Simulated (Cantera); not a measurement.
**MgO + H₂S + O₂ (roasting and sulfation)**

A closed system holds: 1 mol MgO, 4.4 mol H₂S, 1.2 mol O₂, at 1 atm.

Method: chemical equilibrium by Gibbs-energy minimisation in Cantera with the NASA 1993 tables (ideal gas, pure condensed phases). Candidate condensed phases: H₂O, H₂SO₄, Mg, MgO, Mg(OH)₂, MgS, MgSO₄, S; 26 gas species. Gases not in the tables: S₃ to S₇. Equilibrium is a limit: real reactors are often held back by kinetics, nucleation or transport.

```json
[
 {"T (°C)": "725", "log p H₂O": "-0.39", "log p H₂S": "-0.41", "log p S₂": "-0.71", "log p H₂": "-2.20", "log p SO₂": "-1.81", "log p SH": "-4.55", "log p SO": "-5.28", "n MgO(s)": "1.00"},
 {"T (°C)": "800", "log p H₂O": "-0.39", "log p H₂S": "-0.43", "log p S₂": "-0.69", "log p H₂": "-1.89", "log p SO₂": "-1.91", "log p SH": "-4.11", "log p SO": "-4.88", "n MgO(s)": "1.00"},
 {"T (°C)": "875", "log p H₂O": "-0.39", "log p H₂S": "-0.45", "log p S₂": "-0.68", "log p H₂": "-1.63", "log p SO₂": "-1.99", "log p SH": "-3.74", "log p SO": "-4.53", "n MgO(s)": "1.00"},
 {"T (°C)": "950", "log p H₂O": "-0.39", "log p H₂S": "-0.47", "log p S₂": "-0.66", "log p H₂": "-1.41", "log p SO₂": "-2.04", "log p SH": "-3.42", "log p SO": "-4.21", "n MgO(s)": "1.00"},
 {"T (°C)": "1025", "log p H₂O": "-0.39", "log p H₂S": "-0.50", "log p S₂": "-0.65", "log p H₂": "-1.23", "log p SO₂": "-2.06", "log p SH": "-3.13", "log p SO": "-3.92", "n MgO(s)": "1.00"},
 {"T (°C)": "1100", "log p H₂O": "-0.40", "log p H₂S": "-0.55", "log p S₂": "-0.63", "log p H₂": "-1.08", "log p SO₂": "-2.06", "log p SH": "-2.89", "log p SO": "-3.64", "n MgO(s)": "1.00"},
 {"T (°C)": "1175", "log p H₂O": "-0.41", "log p H₂S": "-0.59", "log p S₂": "-0.61", "log p H₂": "-0.96", "log p SO₂": "-2.04", "log p SH": "-2.67", "log p SO": "-3.39", "n MgO(s)": "1.00"},
 {"T (°C)": "1250", "log p H₂O": "-0.42", "log p H₂S": "-0.65", "log p S₂": "-0.60", "log p H₂": "-0.86", "log p SO₂": "-2.00", "log p SH": "-2.48", "log p SO": "-3.15", "n MgO(s)": "1.000"},
 {"T (°C)": "1325", "log p H₂O": "-0.43", "log p H₂S": "-0.71", "log p S₂": "-0.58", "log p H₂": "-0.79", "log p SO₂": "-1.94", "log p SH": "-2.32", "log p SO": "-2.92", "n MgO(s)": "1.000"},
 {"T (°C)": "1400", "log p H₂O": "-0.44", "log p H₂S": "-0.78", "log p S₂": "-0.57", "log p H₂": "-0.72", "log p SO₂": "-1.88", "log p SH": "-2.17", "log p SO": "-2.71", "n MgO(s)": "1.000"},
 {"T (°C)": "1475", "log p H₂O": "-0.45", "log p H₂S": "-0.84", "log p S₂": "-0.57", "log p H₂": "-0.67", "log p SO₂": "-1.82", "log p SH": "-2.04", "log p SO": "-2.52", "n MgO(s)": "1.000"},
 {"T (°C)": "1550", "log p H₂O": "-0.46", "log p H₂S": "-0.91", "log p S₂": "-0.56", "log p H₂": "-0.63", "log p SO₂": "-1.75", "log p SH": "-1.93", "log p SO": "-2.34", "n MgO(s)": "1.000"},
 {"T (°C)": "1625", "log p H₂O": "-0.48", "log p H₂S": "-0.98", "log p S₂": "-0.56", "log p H₂": "-0.59", "log p SO₂": "-1.69", "log p SH": "-1.83", "log p SO": "-2.17", "n MgO(s)": "1.000"}
]
```
log p: log10 of the partial pressure in bar; n: condensed amount in mol.

From 725 °C to 1625 °C the condensed part is MgO(s).
